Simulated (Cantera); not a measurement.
# Catalytic combustion on Pt

An isothermal plug-flow reactor at 950 K and 0.880 bar (inlet), inlet velocity 3.8 m/s, active area per volume 120 1/m; feed 1.76 % CO, 5.74 % O2, 92.5 % N2, equivalence ratio 0.15.

Computed with Cantera and Deutschmann's 1995 Pt surface mechanism with GRI-Mech 3.0 gas chemistry. Catalytic surfaces can have several steady states; this one follows from the mechanism file's or the stated starting coverage. Mass transfer to the wall is taken as infinitely fast.

| z (m) | x CO | x O2 | x H2O | x CO2 | θ free Pt | θ O* | θ CO* |
|---|---|---|---|---|---|---|---|
| 0.00033 | 0.0146 | 0.0560 | <1e-12 | 0.00296 | 0.551 | 0.0169 | 0.432 |
| 0.00058 | 0.0121 | 0.0548 | <1e-12 | 0.00547 | 0.588 | 0.0208 | 0.392 |
| 0.001 | 0.00708 | 0.0524 | <1e-12 | 0.0106 | 0.696 | 0.0415 | 0.263 |
| 0.0018 | 0.00179 | 0.0499 | <1e-12 | 0.0159 | 0.241 | 0.758 | 0.00111 |
| 0.0033 | 0.000843 | 0.0494 | <1e-12 | 0.0169 | 0.204 | 0.796 | 0.000359 |
| 0.0058 | 0.000303 | 0.0492 | <1e-12 | 0.0174 | 0.191 | 0.809 | 0.000112 |
| 0.01 | 6.21e-5 | 0.0491 | <1e-12 | 0.0177 | 0.187 | 0.813 | 2.17e-5 |
| 0.018 | 3.27e-6 | 0.0490 | <1e-12 | 0.0177 | 0.185 | 0.815 | 1.13e-6 |
| 0.033 | 1.34e-8 | 0.0490 | <1e-12 | 0.0177 | 0.185 | 0.815 | 4.61e-9 |
x: gas mole fraction; θ: surface coverage.
